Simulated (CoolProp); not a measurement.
Saturated liquid density (kg/m³) of water: the reference equation beside estimates from Tc = 647.1 K, pc = 22060 kPa, ω = 0.344.

Computed with CoolProp (reference Helmholtz-energy equation of state, Wagner 2002).

```tsv
T (K)	reference	van der Waals	Soave-Redlich-Kwong
446.5	894.0	425.3	651.8
463.6	875.6	415.6	635.4
480.6	855.8	405.3	617.8
497.6	834.5	394.5	…
514.7	811.2	382.9	578.0
531.7	785.9	370.5	…
548.7	758.1	…	530.3
565.7	727.0	342.5	502.4
582.8	691.5	326.1	470.7
599.8	649.9	307.4	434.1
```

**Question.** Fill in the missing entries.

**Answer.** 
- 497.6, Soave-Redlich-Kwong: 598.8
- 531.7, Soave-Redlich-Kwong: 555.3
- 548.7, van der Waals: 357.1

Absolute difference from the reference over all 10 rows, mean and median: van der Waals 52.7 and 52.8 %, Soave-Redlich-Kwong 29.5 and 29.0 %.
